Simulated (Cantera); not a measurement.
# Boron, boron nitride and boron oxide: B + N2

Charge: 1 mol B, 22 mol N2, equilibrated at 625 °C and 13300 Pa.

Equilibrium computed with Cantera from the NASA thermochemical tables; the gas is ideal and each condensed phase is pure. Candidate condensed phases: B, BN; 5 gas species. N2 is the only nitrogen source here; it is nearly inert below about 1500 K, so the nitride shown seldom forms there in practice. Equilibrium is a limit: real reactors are often held back by kinetics, nucleation or transport.

```yaml
x(N2): 1.00
n(BN(s)): 1.00 mol
gas_amount: 21.50 mol
log10 activity of B(s) (absent): -9.55
```
